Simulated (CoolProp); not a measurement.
Properties of dodecamethylcyclohexasiloxane (D6) along the isotherm 620 K.

The numbers come from the reference Helmholtz-energy equation of state, Colonna 2008 in CoolProp. It is a short technical equation, of lower accuracy than the large ones.

```
p (MPa)   phase       Z  cp (kJ/(kg K))  isothermal compressibility (1/MPa)  expansivity (1/kK)
-------  ------  ------  --------------  ----------------------------------  ------------------
0.172       gas  0.9107           1.970                               6.407               2.189
0.343       gas  0.8135           1.992                               3.657               3.185
0.515       gas  0.6998           2.048                               2.999               5.404
0.687    liquid  0.1190           2.459                              0.1786               8.300
0.858    liquid  0.1448           2.388                              0.1346               6.744
1.03     liquid  0.1702           2.344                              0.1093               5.808
1.2      liquid  0.1949           2.315                             0.09280               5.175
1.37     liquid  0.2193           2.292                             0.08096               4.705
1.55     liquid  0.2447           2.274                             0.07151               4.320
1.72     liquid  0.2685           2.260                             0.06454               4.028
1.89     liquid  0.2919           2.248                             0.05888               3.785
2.06     liquid  0.3152           2.238                             0.05418               3.579
2.23     liquid  0.3382           2.229                             0.05022               3.402
2.4      liquid  0.3609           2.222                             0.04683               3.248
```
